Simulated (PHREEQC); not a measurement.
A column of 0.2 m (30 cells, dispersivity 0.01 m, 720 s a shift, diffusion coefficient 3e-10 m²/s) holds 0.012 eq of the database's cation exchanger X per kg of pore water, first in equilibrium with 13 mmol/kgw KCl, 1.6 mmol/kgw ZnSO4 and 0.01 mmol/kgw HCl. It is flushed with 0.0032 mol/kgw CaCl2 and 1e-05 mol/kgw HCl, at 25 °C. Values are for the last cell. No CO2 enters from the air. No solid was allowed to form.

Base run: PHREEQC, ion-association model, phreeqc.dat. Each further column changes one thing. The table gives Ca in solution (mol/kgw).

```csv
pore volumes,base,exchange capacity from 0.012 to 0.006 eq/kgw,dispersivity from 0.01 to 0.02 m
0,0,0,0
0.4167,1.51e-13,5.96e-10,1.02e-9
1.017,2.74e-8,2.38e-5,2.92e-6
1.417,4.43e-7,0.000433,3.74e-5
1.817,7.86e-5,0.00156,0.000321
2.417,0.00111,0.00268,0.00129
2.817,0.00183,0.00297,0.00188
3.217,0.00234,0.00310,0.00230
3.617,0.00268,0.00316,0.00259
4.217,0.00296,0.00319,0.00286
4.617,0.00306,0.00320,0.00297
5.017,0.00312,0.00320,0.00304
5.617,0.00316,0.00320,0.00311
6.017,0.00318,0.00320,0.00314
```
